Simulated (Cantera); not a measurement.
Feed: 1 mol B₂O₃, a varied amount of H₂O, 0.85 mol N₂, equilibrated at 21.0 Pa.

Method: chemical equilibrium by Gibbs-energy minimisation in Cantera with the NASA 1993 tables (ideal gas, pure condensed phases). Candidate condensed phases: B, BN, B₂O₃, B₃O₃H₃, H₂O; 39 gas species. Kinetics and transport are ignored.

Problem. What condenses at these points (T in K, n(H₂O) in mol): (1475, 2.8); (1425, 0.7); (1075, 4.4); (1375, 2.8); (1075, 0.28)?

Solution. 
```tsv
T (K)	n(H₂O) in mol	condensed phases	B condensed (%)
1475	2.8	gas only	0.0
1425	0.7	B₂O₃	61.7
1075	4.4	B₂O₃	98.0
1375	2.8	B₂O₃	22.4
1075	0.28	B₂O₃	99.8
```
